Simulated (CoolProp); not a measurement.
A simple Rankine cycle with ethanol: condensing at 298.15 K, boiler at 1.07 MPa, turbine inlet 431.6 K, turbine efficiency 0.7, pump efficiency 0.7, no recuperator. Each further row changes one setting.

The numbers come from the reference Helmholtz-energy equation of state, Schroeder 2014 in CoolProp.

```
case                             thermal efficiency (%)  net work (kJ/kg)  heat in (kJ/kg)  turbine exit temperature (K)  volume ratio over the turbine
-------------------------------  ----------------------  ----------------  ---------------  ----------------------------  -----------------------------
as stated                                          17.9                 ?             1090                         298.2                            105
turbine inlet 451.6 K                              18.1               206             1130                             ?                            102
condensing temperature 290.15 K                    19.0               210             1110                         290.2                            164
boiler pressure 0.749 MPa                          16.9                 ?             1100                         298.2                           71.6
turbine efficiency 0.6                             15.3               166             1090                         298.2                            108
```

Some entries are withheld; supply them.


- as stated, net work (kJ/kg): 195
- turbine inlet 451.6 K, turbine exit temperature (K): 303.8
- boiler pressure 0.749 MPa, net work (kJ/kg): 187

The expansion ends wet for: as stated; condensing temperature 290.15 K; boiler pressure 0.749 MPa; turbine efficiency 0.6.
